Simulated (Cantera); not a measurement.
An isothermal, constant-pressure homogeneous reactor starts with NO : N2 = 1 : 5.7 (molar parts), at 1723 K and 100.0 Torr.

Model: GRI-Mech 3.0 (53 species, 325 reactions), integrated in Cantera.

x: mole fraction; the columns are a selection and need not sum to one.

| t (s) | x NO | x O2 | x N2O | x N2 | x O |
|---|---|---|---|---|---|
| 0.000500 | 0.149 | 2.54e-10 | 1.66e-7 | 0.851 | 1.54e-7 |
| 0.00131 | 0.149 | ___ | 4.27e-7 | 0.851 | 3.61e-7 |
| 0.00343 | 0.149 | ___ | 1.07e-6 | 0.851 | 7.64e-7 |
| 0.00900 | 0.149 | ___ | 2.54e-6 | 0.851 | 1.57e-6 |
| 0.0236 | 0.149 | ___ | 5.16e-6 | 0.851 | 3.48e-6 |
| 0.0618 | 0.149 | ___ | 7.80e-6 | 0.851 | 6.04e-6 |
| 0.162 | 0.149 | ___ | 8.52e-6 | 0.851 | 6.66e-6 |
| 0.424 | 0.149 | ___ | 8.51e-6 | 0.851 | 6.85e-6 |
| 1.11 | 0.148 | ___ | 8.44e-6 | 0.851 | 7.31e-6 |
| 2.91 | 0.147 | ___ | 8.27e-6 | 0.852 | 8.39e-6 |
| 7.63 | 0.144 | ___ | 7.84e-6 | 0.854 | 1.07e-5 |
| 20.0 | 0.135 | ___ | 6.83e-6 | 0.858 | 1.50e-5 |

Question: Some entries are withheld; supply them.

Answer: 
- 0.00131, x O2: 1.65e-9
- 0.00343, x O2: 1.08e-8
- 0.00900, x O2: 8.38e-8
- 0.0236, x O2: 9.24e-7
- 0.0618, x O2: 9.41e-6
- 0.162, x O2: 4.54e-5
- 0.424, x O2: 0.000143
- 1.11, x O2: 0.000400
- 2.91, x O2: 0.00107
- 7.63, x O2: 0.00284
- 20.0, x O2: 0.00733
